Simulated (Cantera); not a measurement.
**Ta + O2 + N2 + N2O (tantalum, niobium, vanadium and zirconium in process gases)**

Feed: 1 mol Ta, 0.08 mol O2, 1.7 mol N2, 10 mol N2O, held at 7.50 Torr.

Equilibrium computed with Cantera from the NASA thermochemical tables; the gas is ideal and each condensed phase is pure. Candidate condensed phases: Ta, Ta2O5; 12 gas species. Equilibrium is a limit: real reactors are often held back by kinetics, nucleation or transport.

```
T (°C)  log p N2  log p O2  log p NO  log p O  log p NO2  log p N2O  log p TaO2  n Ta2O5(s)
------  --------  --------  --------  -------  ---------  ---------  ----------  ----------
1000       -2.12     -2.61     -5.46    -8.27      -8.33     -10.64        <-14       0.500
1050       -2.12     -2.61     -5.31    -7.88      -8.28     -10.51        <-14       0.500
1100       -2.12     -2.61     -5.18    -7.51      -8.23     -10.38        <-14       0.500
1150       -2.12     -2.61     -5.06    -7.18      -8.19     -10.27        <-14       0.500
1200       -2.12     -2.61     -4.95    -6.86      -8.15     -10.16        <-14       0.500
1250       -2.12     -2.61     -4.84    -6.56      -8.11     -10.06        <-14       0.500
1300       -2.12     -2.61     -4.74    -6.29      -8.07      -9.97        <-14       0.500
1350       -2.12     -2.61     -4.65    -6.03      -8.03      -9.88      -13.21       0.500
1400       -2.12     -2.61     -4.56    -5.78      -8.00      -9.80      -12.46       0.500
1450       -2.12     -2.61     -4.48    -5.55      -7.97      -9.72      -11.74       0.500
1500       -2.12     -2.61     -4.40    -5.33      -7.94      -9.65      -11.07       0.500
1550       -2.12     -2.61     -4.33    -5.13      -7.91      -9.58      -10.44       0.500
1600       -2.12     -2.61     -4.26    -4.93      -7.89      -9.51       -9.84       0.500
```
log p: log10 of the partial pressure in bar; n: condensed amount in mol.

From 1000 °C to 1600 °C the condensed part is Ta2O5(s).
